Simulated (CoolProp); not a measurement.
R152A along the isobar 130 bar: fugacity coefficient from the reference equation and from simpler models built on Tc = 113.3 °C, pc = 45.17 bar, ω = 0.275; each cubic takes its own stable root.

Computed with CoolProp (reference Helmholtz-energy equation of state, Outcalt 1996). It is a modified Benedict-Webb-Rubin equation, recast in Helmholtz form.

| T (°C) | phase | reference |
|---|---|---|
| 60.05 | liquid | 0.1276 |
| 70.95 | liquid | 0.1562 |
| 81.85 | liquid | 0.1876 |
| 92.65 | liquid | 0.2215 |
| 103.55 | liquid | 0.2579 |
| 114.45 | supercritical | 0.2963 |
| 125.25 | supercritical | 0.3356 |
| 136.15 | supercritical | 0.3760 |
| 147.05 | supercritical | 0.4166 |

**Question.** How far does each simpler model (van der Waals, Redlich-Kwong, Soave-Redlich-Kwong, Peng-Robinson) lie from the reference over these 9 states: mean and median of the absolute difference, and the worst?

**Answer.** 
- van der Waals: mean 39.5 %, median 33.4 %, worst +89.0 % at 60.05 °C and 130 bar
- Redlich-Kwong: mean 16.0 %, median 14.7 %, worst +32.0 % at 60.05 °C and 130 bar
- Soave-Redlich-Kwong: mean 11.7 %, median 12.1 %, worst +12.4 % at 81.85 °C and 130 bar
- Peng-Robinson: mean 4.3 %, median 4.5 %, worst +4.7 % at 70.95 °C and 130 bar
